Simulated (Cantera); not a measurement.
Mixture: CH3OH : O2 : N2 : H2O = 1 : 2.14 : 8.06 : 1 (molar parts), at 10.0 bar, adiabatic and at constant pressure. Ignition delay is the time to a rise of 400 K.

Computed with Cantera and GRI-Mech 3.0 (53 species, 325 reactions). GRI-Mech 3.0 was tuned for natural gas; its chemistry of methanol as a main component is partial and can be far from experiment.

Q: Predict: delay at 1025 K; delay at 1225 K; delay at 1425 K; delay at 1625 K; apparent activation energy between 1525 and 1725 K.

A: 
| Property | Value |
|---|---|
| delay at 1025 K | 46.2 ms |
| delay at 1225 K | 0.929 ms |
| delay at 1425 K | 61.6 µs |
| delay at 1625 K | 9.59 µs |
| apparent activation energy between 1525 and 1725 K | 170 kJ/mol |
